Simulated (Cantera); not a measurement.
## Low-pressure radical oxidation in H2/O2

A perfectly stirred reactor is fed with 20.6 % H₂, 79.4 % O₂, equivalence ratio 0.13, at 20.0 Torr; it is held at 950 K, and followed from long to short residence time.

Detailed kinetics in Cantera: GRI-Mech 3.0 (53 species, 325 reactions). Radical loss at walls, strong at low pressure, is not modelled. The temperature is held fixed by assumption; the heat of reaction is taken as removed at once.

```csv
τ (s),x H₂,x O₂,x HO₂,x OH,x H₂O,x H₂O₂
1.8,0.00130,0.770,1.32e-5,0.000245,0.228,7.05e-7
0.71,0.00223,0.770,1.79e-5,0.000354,0.227,8.47e-7
0.29,0.00368,0.769,2.29e-5,0.000515,0.225,9.83e-7
0.12,0.00596,0.769,2.78e-5,0.000754,0.222,1.11e-6
0.046,0.00993,0.768,3.25e-5,0.00115,0.217,1.24e-6
0.019,0.0158,0.766,3.55e-5,0.00169,0.209,1.33e-6
0.0075,0.0255,0.763,3.68e-5,0.00247,0.194,1.35e-6
0.0030,0.0407,0.758,3.55e-5,0.00340,0.169,1.25e-6
0.0012,0.0652,0.753,3.13e-5,0.00418,0.131,1.05e-6
```
x: mole fraction; the columns are a selection and need not sum to one.
